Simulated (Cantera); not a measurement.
A perfectly stirred reactor is fed with NO : N2 = 1 : 0.36 (molar parts), at 24000 Pa; it is held at 1975 K, and followed from long to short residence time.

Model: GRI-Mech 3.0 (53 species, 325 reactions), integrated in Cantera.

Task: What does this change do: N2 0.36 to 0.056 parts?

Result: 
| quantity | before | after |
|---|---|---|
| x(NO) at τ = 3.40 s | 0.295 | 0.348 |
| x(N2O) at τ = 3.40 s | 3.21e-5 | 4.32e-5 |
| x(O2) at τ = 3.40 s | 0.219 | 0.299 |
| x(O) at τ = 3.40 s | 0.000540 | 0.000629 |
| x(N2) at τ = 3.40 s | 0.485 | 0.352 |
| x(NO) at τ = 24.0 ms | 0.728 | 0.935 |
| x(N2O) at τ = 24.0 ms | 0.000213 | 0.000348 |
| x(O2) at τ = 24.0 ms | 0.00345 | 0.00560 |
| x(O) at τ = 24.0 ms | 0.000151 | 0.000178 |
| x(N2) at τ = 24.0 ms | 0.268 | 0.0587 |

Task: What does this change do: temperature 1975 to 1700 K?

Result: 
```tsv
quantity	before	after
x(NO) at τ = 3.40 s	0.295	0.666
x(N2O) at τ = 3.40 s	3.21e-5	0.000161
x(O2) at τ = 3.40 s	0.219	0.0344
x(O) at τ = 3.40 s	0.000540	1.93e-5
x(N2) at τ = 3.40 s	0.485	0.299
x(NO) at τ = 24.0 ms	0.728	0.735
x(N2O) at τ = 24.0 ms	0.000213	0.000118
x(O2) at τ = 24.0 ms	0.00345	0.000157
x(O) at τ = 24.0 ms	0.000151	6.80e-6
x(N2) at τ = 24.0 ms	0.268	0.265
```
